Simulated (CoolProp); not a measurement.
Properties of R1336mzz(E) along the isobar 1.7 MPa.

The numbers come from the reference Helmholtz-energy equation of state, Akasaka 2023 in CoolProp.

```
T (K)   phase  cp (kJ/(kg K))  Joule-Thomson coefficient (K/MPa)  isothermal compressibility (1/MPa)
-----  ------  --------------  ---------------------------------  ----------------------------------
272.4  liquid           1.209                            -0.2854                            0.002040
289.6  liquid           1.226                            -0.2353                            0.002700
306.9  liquid             [?]                            -0.1628                            0.003719
324.1  liquid           1.276                           -0.05400                                 [?]
341.3  liquid           1.319                             0.1228                            0.008477
358.5  liquid           1.391                             0.4501                                 [?]
375.8  liquid           1.564                              1.268                             0.03769
393       gas           1.169                                [?]                              0.9393
```

Q: Fill in the missing entries.

A: 
- 306.9, cp (kJ/(kg K)): 1.247
- 324.1, isothermal compressibility (1/MPa): 0.005395
- 358.5, isothermal compressibility (1/MPa): 0.01526
- 393, Joule-Thomson coefficient (K/MPa): 17.29
